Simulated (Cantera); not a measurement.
An isothermal, constant-pressure homogeneous reactor starts with H2 : O2 = 0.018 : 1 (molar parts), equivalence ratio 0.0090, at 1250 K and 300 Pa.

Detailed kinetics in Cantera: GRI-Mech 3.0 (53 species, 325 reactions). Radical loss at walls, strong at low pressure, is not modelled.

x: mole fraction; the columns are a selection and need not sum to one.

```tsv
t (s)	x H2	x O2	x H	x H2O	x HO2
0.000500	0.0177	0.982	1.81e-9	8.14e-10	…
0.00107	0.0177	0.982	3.37e-9	5.36e-9	…
0.00227	0.0177	0.982	1.02e-8	3.92e-8	…
0.00484	0.0177	0.982	8.65e-8	5.21e-7	…
0.0103	0.0176	0.982	7.32e-6	4.83e-5	…
0.0220	0.00162	0.968	0.00180	0.0137	…
0.0469	0.000125	0.966	0.00117	0.0162	2.81e-7
0.100	0.000122	0.967	0.00113	0.0162	2.78e-7
0.213	0.000117	0.967	0.00106	0.0163	2.74e-7
0.454	0.000107	0.969	0.000920	0.0164	2.64e-7
0.969	8.95e-5	0.971	0.000697	0.0166	2.45e-7
2.06	6.35e-5	0.974	0.000410	0.0169	…
4.40	3.50e-5	0.978	0.000165	0.0173	…
9.38	1.43e-5	0.980	4.26e-5	0.0175	…
20.0	4.59e-6	0.982	7.68e-6	0.0177	…
```

Task: Some entries are withheld; supply them.

Result: 
- 0.000500, x HO2: 4.45e-9
- 0.00107, x HO2: 9.48e-9
- 0.00227, x HO2: 2.02e-8
- 0.00484, x HO2: 4.32e-8
- 0.0103, x HO2: 1.07e-7
- 0.0220, x HO2: 3.96e-7
- 2.06, x HO2: 2.10e-7
- 4.40, x HO2: 1.57e-7
- 9.38, x HO2: 9.70e-8
- 20.0, x HO2: 4.81e-8
